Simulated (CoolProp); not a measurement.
Vapour-liquid equilibrium of toluene (1) + n-octane (2) at 3.59 bar; x and y are mole fractions of (1).

Model: multi-fluid Helmholtz-energy mixture model, Lemmon 2006 and Beckmüller 2019; pair parameters Bell 2016, in CoolProp.

Problem. Give the bubble temperature and the first vapour's composition at x = 0.05, 0.35, 0.575. Is there an azeotrope?

Solution. x = 0.05: 176.8 °C, y = 0.075; x = 0.35: 169.4 °C, y = 0.437; x = 0.575: 165.8 °C, y = 0.643. No azeotrope shows between x = 0.05 and 0.95.

The pair parameters rest on a limited set of measurements; away from them the model extrapolates.
